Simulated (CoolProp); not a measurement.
n-heptane at several states: fugacity coefficient from the reference equation and from simpler models built on Tc = 541.2 K, pc = 2.774 MPa, ω = 0.349; each cubic takes its own stable root.

Computed with CoolProp (reference Helmholtz-energy equation of state, Span 2003). It is a short technical equation, of lower accuracy than the large ones.

```
T (K)  p (MPa)   phase  reference
-----  -------  ------  ---------
523.8     2.27  liquid     0.6631
211.2   0.0503  liquid  0.0001666
448.6    0.039     gas     0.9903
```

### Question
How far does each simpler model (van der Waals, Redlich-Kwong) lie from the reference over these 3 states: mean and median of the absolute difference, and the worst?

### Answer
- van der Waals: mean 46028.7 %, median 10.6 %, worst +138075.3 % at 211.2 K and 0.0503 MPa
- Redlich-Kwong: mean 344.9 %, median 5.5 %, worst +1029.1 % at 211.2 K and 0.0503 MPa

At some of these states van der Waals, Redlich-Kwong gives the other phase, because its saturation line lies elsewhere.
